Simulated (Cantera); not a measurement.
A closed system holds: 1 mol SiHCl3, 0.019 mol HCl, 17 mol N2, held at 1227 °C and 0.960 bar.

Equilibrium computed with Cantera from the NASA thermochemical tables; the gas is ideal and each condensed phase is pure. The tables' values for SiCl3 are old estimates; treat these amounts as uncertain. The numbers say what is thermodynamically allowed, not how fast it happens.

| species | before | after |
|---|---|---|
| N2 | 0.917 | 0.919 |
| HCl | 0.0473 | 0.0464 |
| SiCl4 | 0.0249 | 0.0296 |
| SiCl3 | 0.00438 | 0.000351 |
| SiCl2 | 0.00245 | 3.00e-5 |
| Cl | 1.06e-5 | 2.75e-7 |
| SiHCl3 | 0.000227 | 0.000107 |
| H2 | 0.00417 | 0.00476 |
| Si3N4(s), mol | 0.139 | 0.151 |
Gas species are given as mole fractions.

Q: What was changed between the two runs?
A. temperature from 1227 °C to 975 °C
B. N2 from 17 to 36 mol
C. N2 from 17 to 140 mol
D. HCl from 0.019 to 0.22 mol

A: A, temperature from 1227 °C to 975 °C. N2 is the only nitrogen source here; it is nearly inert below about 1500 K, so the nitride shown seldom forms there in practice
